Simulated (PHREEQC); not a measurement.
Make-up at 25 °C: 0.0013 mol NH4HF2 per kg of water. Closed to the air; pH follows from the charge balance.

All values are PHREEQC results (ion-association model, phreeqc.dat), not measurements.

This is a speciation only: nothing precipitates in the calculation.

**Question.** Predict the pH, specific conductance, ionic strength.

**Answer.** pH 3.43; specific conductance 315 µS/cm; ionic strength 0.00169 mol/kgw.

**Question.** In which forms is F present?

**Answer.** F- 65 %, HF 35 % of the F.

Species that the database lacks are ignored.
